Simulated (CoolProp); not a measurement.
Vapour pressure (MPa) of toluene: the reference equation beside estimates from Tc = 591.7 K, pc = 4.126 MPa, ω = 0.266.

Model: reference Helmholtz-energy equation of state, Lemmon 2006, in CoolProp. It is a short technical equation, of lower accuracy than the large ones.

```tsv
T (K)	reference	Soave-Redlich-Kwong	Peng-Robinson
358.1	___	0.04513	0.04608
370.4	0.06826	0.06726	___
382.7	0.09835	0.09731	0.09808
395	0.1380	0.1371	0.1375
407.3	0.1892	0.1887	0.1884
419.7	0.2545	0.2547	___
432	0.3350	0.3366	0.3341
444.3	0.4337	0.4372	0.4330
456.6	0.5528	0.5591	0.5528
```

Problem. Fill in the missing entries.

Solution. 
- 358.1, reference: 0.04598
- 370.4, Peng-Robinson: 0.06819
- 419.7, Peng-Robinson: 0.2535

Absolute difference from the reference over all 9 rows, mean and median: Soave-Redlich-Kwong 0.9 and 0.8 %, Peng-Robinson 0.2 and 0.3 %.
